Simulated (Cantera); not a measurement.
A closed system holds: 1 mol CuO, 0.3 mol H2, 0.88 mol N2, at 1330 Pa.

These are equilibrium values from Cantera (NASA tables, ideal gas, pure condensed phases), not measurements of a reactor. Candidate condensed phases: Cu, CuO, Cu(OH)2, Cu2O, H2O; 27 gas species. The numbers say what is thermodynamically allowed, not how fast it happens.

Question: Which condensed phases are stable at each of these points (T (K)): 1225, 1275, 1325, 1375, 1425, 1475, 1525, 1575, 1625, 1675?

Answer: 
```csv
T (K),condensed phases,Cu condensed (%)
1225,Cu2O(s),100.0
1275,Cu2O(s),100.0
1325,Cu2O(s),100.0
1375,Cu2O(s),100.0
1425,Cu2O(s),100.0
1475,Cu2O(s),100.0
1525,Cu2O(l),99.9
1575,Cu2O(l),99.8
1625,Cu2O(l),99.5
1675,Cu2O(l),98.9
```

From 1225 K to 1475 K the condensed part is Cu2O(s). From 1525 K to 1675 K the condensed part is Cu2O(l).
